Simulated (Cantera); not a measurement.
Input: 1 mol C2H5OH, 2.7 mol NH3, 2.4 mol H2, equilibrated at 548.15 K and 1 atm.

Cantera equilibrium calculation (NASA polynomials, part measured and part estimated; ideal gas, pure solids and liquids). Candidate condensed phases: C, C6H6, C7H8, C8H18, H2O; 136 gas species. Rates play no part.

Base state: H2 0.491, CH4 0.231, N2 0.148, H2O 0.115, NH3 0.0147 (mole fractions); condensed: gas only.

**Question.** What changes in the equilibrium state with this change: NH3 from 2.7 to 0.56 mol?

**Answer.** 
| species | before | after |
|---|---|---|
| CH4 | 0.231 | 0.444 |
| H2 | 0.491 | 0.270 |
| H2O | 0.115 | 0.222 |
| NH3 | 0.0147 | 0.00382 |
| N2 | 0.148 | 0.0603 |

**Question.** What changes in the equilibrium state with this change: C2H5OH replaced by C2H2?

**Answer.** 
```csv
species,before,after
H2,0.491,0.491
CH4,0.231,0.299
N2,0.148,0.193
H2O,0.115,0
NH3,0.0147,0.0168
```
